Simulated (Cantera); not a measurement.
Feed: 1 mol Si(CH3)4, 0.19 mol CH4, 210 mol H2, held at 1175 K and 72.0 mbar.

These are equilibrium values from Cantera (NASA tables, ideal gas, pure condensed phases), not measurements of a reactor. Candidate condensed phases: C, C6H6, C7H8, C8H18, Si, SiC; 87 gas species. Rates play no part.

Base state: H2 0.999, CH4 0.00138 (mole fractions); condensed: C(graphite) + SiC(s).

Task: What changes in the equilibrium state with this change: temperature from 1175 K to 1825 K?

Result: 
| species | before | after |
|---|---|---|
| H2 | 0.999 | 0.998 |
| H | 4.57e-7 | 0.00164 |
| C2H2 (acetylene) | 6.36e-8 | 0.000214 |
| CH4 | 0.00138 | 5.08e-5 |
| C(graphite), mol | 2.89 | 3.09 |
| SiC(s), mol | 1.00 | 0.999 |
